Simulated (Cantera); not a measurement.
## Stirred combustor or abatement burner

A perfectly stirred reactor is fed with CH4 : O2 : N2 = 1 : 5 : 18.8 (molar parts), at 13.0 bar; it is adiabatic with a 500 K inlet, and is followed from long to short residence time, starting on the burning branch (τ in s: 0.078, 0.033, 0.014, 0.0059, 0.0025, 0.0011, 0.00045, 0.00019, 8.1e-05, 3.4e-05, 1.5e-05).

Cantera simulation using GRI-Mech 3.0 (53 species, 325 reactions); the numbers are that mechanism's predictions, not measurements. The pressure lies above the range GRI-Mech 3.0 was tuned for (to about 10 atm).

| τ (s) | T (K) | x CH4 | x O2 | x C2H2 | x CH2O | x HO2 |
|---|---|---|---|---|---|---|
| 0.078 | 1439 | 7.77e-5 | 0.121 | 1.99e-7 | 7.49e-6 | 7.61e-6 |
| 0.033 | 1430 | 0.000175 | 0.122 | 3.92e-7 | 1.83e-5 | 1.53e-5 |
| 0.014 | 1409 | 0.000430 | 0.123 | 6.65e-7 | 4.87e-5 | 2.95e-5 |
| 0.0059 | 500 | 0.0403 | 0.202 | <1e-12 | <1e-12 | <1e-12 |
| 0.0025 | 500 | 0.0403 | 0.202 | <1e-12 | <1e-12 | <1e-12 |
| 0.0011 | 500 | 0.0403 | 0.202 | <1e-12 | <1e-12 | <1e-12 |
| 0.00045 | 500 | 0.0403 | 0.202 | <1e-12 | <1e-12 | <1e-12 |
| 0.00019 | 500 | 0.0403 | 0.202 | <1e-12 | <1e-12 | <1e-12 |
| 8.1e-5 | 500 | 0.0403 | 0.202 | <1e-12 | <1e-12 | <1e-12 |
| 3.4e-5 | 500 | 0.0403 | 0.202 | <1e-12 | <1e-12 | <1e-12 |
| 1.5e-5 | 500 | 0.0403 | 0.202 | <1e-12 | <1e-12 | <1e-12 |
x: mole fraction; the columns are a selection and need not sum to one.
